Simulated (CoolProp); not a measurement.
Properties of dimethyl ether along the isotherm 525 K (Tc = 400.4 K, pc = 53.37 bar, ω = 0.196).

Model: reference Helmholtz-energy equation of state, Wu 2011, in CoolProp.

```
p (bar)          phase       Z  cp (kJ/(kg K))  cv (kJ/(kg K))  speed of sound (m/s)  viscosity (µPa s)
-------  -------------  ------  --------------  --------------  --------------------  -----------------
38.5               gas       ?           2.253           1.952                 296.1                  ?
76.9     supercritical  0.7950           2.506           1.997                     ?               20.4
115      supercritical  0.7146           2.823               ?                 271.7                  ?
154      supercritical  0.6724           3.051           2.070                 290.6               27.9
192      supercritical  0.6727           3.093           2.080                 328.8               32.3
231      supercritical  0.7011           3.037           2.083                 376.7               37.0
269      supercritical  0.7431           2.968           2.083                 423.8               41.4
308      supercritical  0.7935           2.907           2.084                 469.6                  ?
346      supercritical  0.8462           2.859           2.085                 511.1               49.7
385      supercritical  0.9022           2.821           2.086                 550.7               53.6
423      supercritical  0.9576           2.790           2.087                 586.6                  ?
462      supercritical   1.015           2.765           2.089                 621.0               60.5
500      supercritical   1.071           2.744           2.091                 652.4               63.7
```

Task: What belongs in the gaps?

Result: 
- 38.5, Z: 0.8941
- 38.5, viscosity (µPa s): 18.2
- 76.9, speed of sound (m/s): 276.6
- 115, cv (kJ/(kg K)): 2.041
- 115, viscosity (µPa s): 23.7
- 308, viscosity (µPa s): 45.7
- 423, viscosity (µPa s): 57.1

Viscosity comes from a separate model (Meng 2012).
